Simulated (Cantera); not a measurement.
An isothermal, constant-pressure homogeneous reactor starts with CH4 : CO2 = 1 : 0.63 (molar parts), at 1775 K and 0.133 bar. Integrator tolerance rtol = 1e-08.

Detailed kinetics in Cantera: GRI-Mech 3.0 (53 species, 325 reactions).

Task: What does this change do: temperature 1775 to 1248 K?

Result: 
```csv
quantity,before,after
x(CH4) at 50.0 s,0.000911 (gas-phase equilibrium 0.000911),0.589 (gas-phase equilibrium 0.0963)
x(CO2) at 50.0 s,6.42e-8 (gas-phase equilibrium 6.43e-8),0.380 (gas-phase equilibrium 7.72e-7)
x(H2) at 50.0 s,0.555 (gas-phase equilibrium 0.555),0.0203 (gas-phase equilibrium 0.464)
x(C2H) at 50.0 s,4.73e-7 (gas-phase equilibrium 4.73e-7),2.14e-12 (gas-phase equilibrium 5.65e-12)
x(CH2) at 50.0 s,2.33e-8 (gas-phase equilibrium 2.33e-8),7.77e-12 (gas-phase equilibrium 3.69e-12)
x(HO2) at 50.0 s,<1e-12 (gas-phase equilibrium <1e-12),<1e-12 (gas-phase equilibrium <1e-12)
x(H2O2) at 50.0 s,<1e-12 (gas-phase equilibrium <1e-12),<1e-12 (gas-phase equilibrium <1e-12)
```
